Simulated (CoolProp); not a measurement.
Values from CoolProp's reference Helmholtz-energy equation of state, Lemmon 2003. It is a pseudo-pure fit of the blend.

For R407C, give the phase and the speed of sound (m/s), Joule-Thomson coefficient (K/MPa) at 353.5 K and 384 kPa; 441.4 K and 384 kPa; 500 K and 384 kPa.


- 353.5 K and 384 kPa: gas; speed of sound 190, Joule-Thomson coefficient 11.6
- 441.4 K and 384 kPa: gas; speed of sound 214, Joule-Thomson coefficient 5.82
- 500 K and 384 kPa: gas; speed of sound 228, Joule-Thomson coefficient 4.05
